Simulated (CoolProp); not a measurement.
C2F6 (R116) at 293.15 K and 0.136 MPa flows at 1.3 m/s in a round tube of 25 mm bore and 15 µm roughness, fully developed (64/Re and Nu = 3.66 if laminar; Colebrook and Gnielinski if turbulent). Each further row changes one setting.

The numbers come from the reference Helmholtz-energy equation of state, Lemmon 2006 in CoolProp. It is a short technical equation, of lower accuracy than the large ones.

| case | Reynolds number | Darcy friction factor | pressure drop (Pa/m) | heat-transfer coefficient (W/(m² K)) | mass flow (kg/h) |
|---|---|---|---|---|---|
| as stated | 18300 | ? | 7.31 | 29.6 | ? |
| velocity 2.6 m/s | 36600 | 0.0241 | ? | ? | ? |
| diameter 50 mm | 36600 | 0.0233 | ? | 25.3 | 71.8 |

Question: Complete the blanks.

Answer: 
- as stated, Darcy friction factor: 0.0277
- as stated, mass flow (kg/h): 18.0
- velocity 2.6 m/s, pressure drop (Pa/m): 25.5
- velocity 2.6 m/s, heat-transfer coefficient (W/(m² K)): 52.5
- velocity 2.6 m/s, mass flow (kg/h): 35.9
- diameter 50 mm, pressure drop (Pa/m): 3.08

Viscosity comes from a separate model (Huber 2003), an estimate that may be off by 10 % or more. Thermal conductivity comes from a separate model (Huber 2003), an estimate that may be off by 10 % or more.
